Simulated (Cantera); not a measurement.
Input (Python, Cantera) and output of one run.

```python
import numpy as np
import cantera as ct

gas_names = [...]  # 123 gases of nasa_gas.yaml made of C, H, O, Si
cond_names = """
    C(gr) C6H6(L) C7H8(L) C8H18(L),n-octa H2O(s) H2O(L) Si(cr) Si(L) SiC(b) SiO2(Lqz) SiO2(hqz) SiO2(L)
""".split()


# ... load() reads the species with a 1 bar reference pressure and builds the phases ...
atoms = {
    'SiC': {'Si': 1, 'C': 1},
    'H2O': {'H': 2, 'O': 1},
    'H2': {'H': 2},
}
top_T = {'C(gr)': 4500, 'SiC(b)': 3050}  # K; cautious upper limits of use, not melting points


# ... equilibrate(T, P, feed) seeds the gas with the atoms and calls Mixture.equilibrate('TP', solver="vcs", rtol=1e-11, max_steps=5000) ...
results = []
feed = {'SiC': 1, 'H2O': 0.025, 'H2': 9.6}  # mol
T = 1373.15  # K
P = 1000  # Pa
mix = equilibrate(T, P, feed)
results.append((T, P, feed, dict(zip(mix.species_names, mix.species_moles))))
print(gas.report(threshold=0.001))
for i in range(1, mix.n_phases):
    print(f"{mix.phase(i).name:16s} {mix.phase_moles(i):12.5e} mol")
```

It prints:

```
       temperature   1373.2 K
          pressure   1000 Pa
           density   0.0001843 kg/m^3
  mean mol. weight   2.1041 kg/kmol
   phase of matter   gas

                          1 kg             1 kmol
                     ---------------   ---------------
          enthalpy         1.521e+07        3.2004e+07  J
   internal energy         9.784e+06        2.0587e+07  J
           entropy        1.0205e+05        2.1472e+05  J/K
    Gibbs function       -1.2491e+08       -2.6284e+08  J
 heat capacity c_p             15136             31848  J/K
 heat capacity c_v             11185             23534  J/K

                      mass frac. Y      mole frac. X     chem. pot. / RT
                     ---------------   ---------------   ---------------
                CO           0.01722         0.0012936            -47.43
                H2            0.9556           0.99737           -22.957
               SiO          0.027136         0.0012952           -48.416
     [ +120 minor]        4.4838e-05        3.6852e-05

C(gr)             0.00000e+00 mol
Si(cr)            0.00000e+00 mol
SiC(b)            9.87501e-01 mol
SiO2(hqz)         0.00000e+00 mol
```

These are equilibrium values from Cantera (NASA tables, ideal gas, pure condensed phases), not measurements of a reactor.
